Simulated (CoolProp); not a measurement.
A simple Rankine cycle with fluoroethane (R161): condensing at 322.15 K, boiler at 4.18 MPa, turbine inlet 367.6 K, turbine efficiency 0.9, pump efficiency 0.6, no recuperator. Each further row changes one setting.

Model: reference Helmholtz-energy equation of state, Wu 2012, in CoolProp.

```tsv
case	thermal efficiency (%)	net work (kJ/kg)	heat in (kJ/kg)	turbine exit temperature (K)	volume ratio over the turbine
as stated	7.9	22.1	281	322.1	(withheld)
turbine inlet 387.6 K	8.8	30.5	347	334.8	(withheld)
condensing temperature 314.15 K	(withheld)	27.9	300	314.2	3.44
boiler pressure 2.93 MPa	5.8	(withheld)	340	337.0	(withheld)
turbine efficiency 0.8	6.8	(withheld)	281	322.1	2.84
```

What belongs in the gaps?


- as stated, volume ratio over the turbine: 2.81
- turbine inlet 387.6 K, volume ratio over the turbine: 2.53
- condensing temperature 314.15 K, thermal efficiency (%): 9.3
- boiler pressure 2.93 MPa, net work (kJ/kg): 19.7
- boiler pressure 2.93 MPa, volume ratio over the turbine: 1.74
- turbine efficiency 0.8, net work (kJ/kg): 18.9

The expansion ends wet for: as stated; condensing temperature 314.15 K; turbine efficiency 0.8.
